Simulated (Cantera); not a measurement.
A Cantera script and its output.

```python
import numpy as np
import cantera as ct

gas = ct.Solution("gri30.yaml")
gas.TPX = 1300, 101325, {'CO': 1, 'H2': 0.036, 'CH4': 0.03, 'O2': 0.63, 'N2': 2.37}
reactor = ct.IdealGasConstPressureReactor(gas, energy="on", clone=False)
net = ct.ReactorNet([reactor])
net.rtol, net.atol = 1e-08, 1e-16
show = ['CO', 'H2', 'CH4', 'HCN', 'CH3']
times = np.geomspace(2e-06, 0.2, 14)

steps = ct.SolutionArray(gas, extra=["t"])
rows = []
print(f"{'t/s':>10s}{'T/K':>9s}{'P/Pa':>11s}" + "".join(f"{s:>11s}" for s in show))
for t in times:
    while net.time < t:
        t_next = net.step()
        steps.append(gas.state, t=t_next)
    rows.append([np.interp(t, steps.t, y) for y in (steps.T, steps.P, *steps(*show).X.T)])
    print(f"{t:10.3e}{rows[-1][0]:9.1f}{rows[-1][1]:11.4g}" + "".join(f"{x:11.3e}" for x in rows[-1][2:]))
rate = np.gradient(steps.T, steps.t)
print("integrator steps:", len(steps.t))
if steps.T.max() > steps.T[0] + 200:
    print(f"time of steepest temperature rise: {steps.t[rate.argmax()]:.4e} s")
gas.TPX = 1300, 101325, {'CO': 1, 'H2': 0.036, 'CH4': 0.03, 'O2': 0.63, 'N2': 2.37}
gas.equilibrate("HP")
print(f"equilibrium (HP): T = {gas.T:.1f} K  " + "  ".join(f"{s} {gas[s].X[0]:.3e}" for s in show))
```

Output:

```
       t/s      T/K       P/Pa         CO         H2        CH4        HCN        CH3
 2.000e-06   1300.0  1.013e+05  2.459e-01  8.854e-03  7.378e-03  2.018e-24  2.863e-09
 4.849e-06   1300.0  1.013e+05  2.459e-01  8.854e-03  7.378e-03  4.369e-23  1.565e-08
 1.176e-05   1300.0  1.013e+05  2.459e-01  8.854e-03  7.378e-03  1.775e-21  1.072e-07
 2.850e-05   1300.0  1.013e+05  2.459e-01  8.853e-03  7.377e-03  5.546e-19  1.300e-06
 6.910e-05   1300.7  1.013e+05  2.458e-01  8.802e-03  7.258e-03  2.553e-13  9.121e-05
 1.675e-04   1833.0  1.013e+05  1.471e-01  2.197e-03  5.241e-16  2.613e-12  4.858e-15
 4.062e-04   2327.6  1.013e+05  1.155e-01  2.009e-03  4.702e-18  1.321e-11  1.896e-16
 9.848e-04   2597.6  1.013e+05  9.211e-02  1.449e-03  6.060e-18  6.236e-11  1.911e-16
 2.388e-03   2683.4  1.013e+05  8.254e-02  1.257e-03  9.688e-18  1.860e-10  2.553e-16
 5.789e-03   2680.6  1.013e+05  8.202e-02  1.256e-03  1.017e-17  2.727e-10  2.598e-16
 1.403e-02   2678.4  1.013e+05  8.193e-02  1.258e-03  1.030e-17  3.043e-10  2.605e-16
 3.403e-02   2678.3  1.013e+05  8.193e-02  1.258e-03  1.031e-17  3.058e-10  2.605e-16
 8.249e-02   2678.3  1.013e+05  8.193e-02  1.258e-03  1.031e-17  3.058e-10  2.605e-16
 2.000e-01   2678.3  1.013e+05  8.193e-02  1.258e-03  1.031e-17  3.058e-10  2.605e-16
integrator steps: 1614
time of steepest temperature rise: 1.0980e-04 s
equilibrium (HP): T = 2678.3 K  CO 8.193e-02  H2 1.258e-03  CH4 1.538e-17  HCN 3.058e-10  CH3 3.886e-16
```

Detailed kinetics in Cantera: GRI-Mech 3.0 (53 species, 325 reactions).
